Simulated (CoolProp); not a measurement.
The fluid at 293.15 K and 0.0267 MPa expands adiabatically to 0.00308 MPa with isentropic efficiency 0.7. The same conditions are run with several fluids, on thermodynamics alone (safety and materials aside).

The numbers come from the reference Helmholtz-energy equation of state of each fluid (R113: Marx 1992; dimethyl ether: Wu 2011; sulfur dioxide: Gao 2016) in CoolProp.

```json
[
 {"fluid": "R113", "work (kJ/kg)": "18.1", "final temperature (K)": "263.4", "final density (kg/m³)": "0.264"},
 {"fluid": "dimethyl ether", "work (kJ/kg)": "69.2", "final temperature (K)": "241.1", "final density (kg/m³)": "0.0709"},
 {"fluid": "sulfur dioxide", "work (kJ/kg)": "46.3", "final temperature (K)": "214.9", "final density (kg/m³)": "0.111"}
]
```
